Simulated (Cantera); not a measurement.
## Premixed flame

A freely propagating, adiabatic, planar premixed flame of CH₄ : C₂H₆ : C₃H₈ : O₂ : N₂ = 1 : 0.24 : 0.36 : 3.31 : 14.9 (molar parts), equivalence ratio 1.4, unburnt at 623 K and 1.40 bar; unity-Lewis-number transport, grid criteria slope 0.08 and curve 0.16, no radiation.

Model: GRI-Mech 3.0 (53 species, 325 reactions), integrated in Cantera. GRI-Mech 3.0 was tuned for natural gas; its chemistry of propane as a main component is partial and can be far from experiment. Unity Lewis numbers drop preferential diffusion, which matters most where H2 and H carry the flame. Burning velocities carry a grid error of a few per cent, more on coarse grids.

```csv
z (mm),T (K),u (m/s),x CH₄,x C₂H₆,x C₃H₈,x NO,x H₂,x CH₂CO
-1.41,624,0.447,0.0504,0.0121,0.0182,1.46e-8,3.98e-5,7.13e-7
-0.940,632,0.453,0.0501,0.0120,0.0180,1.35e-7,0.000356,6.38e-6
-0.705,660,0.474,0.0491,0.0117,0.0175,5.96e-7,0.00144,2.58e-5
-0.470,789,0.572,0.0444,0.0104,0.0150,3.51e-6,0.00648,0.000116
-0.235,1211,0.907,0.0285,0.00579,0.00701,1.87e-5,0.0236,0.000428
-0.117,1557,1.20,0.0150,0.00202,0.00156,3.32e-5,0.0371,0.000602
0,1872,1.47,0.00316,7.01e-5,1.16e-5,5.34e-5,0.0448,0.000216
0.117,1995,1.57,0.000254,2.90e-7,<1e-8,8.18e-5,0.0451,1.76e-5
0.235,2024,1.59,2.33e-5,<1e-8,<1e-8,0.000104,0.0461,2.19e-6
0.470,2043,1.60,8.95e-7,<1e-8,<1e-8,0.000126,0.0477,1.28e-7
0.940,2059,1.61,2.46e-8,<1e-8,<1e-8,0.000139,0.0483,<1e-8
1.88,2073,1.62,<1e-8,<1e-8,<1e-8,0.000143,0.0486,<1e-8
3.76,2082,1.63,<1e-8,<1e-8,<1e-8,0.000143,0.0487,<1e-8
```
x: mole fraction of selected species; z is measured from the peak of heat release.

| Quantity | Result |
|---|---|
| laminar burning velocity | 44.6 cm/s |
| thermal thickness | 0.470 mm |
| peak x(H₂) | 0.0489 |
| peak x(CH₂CO) | 0.000602 |
| grid points | 137 |
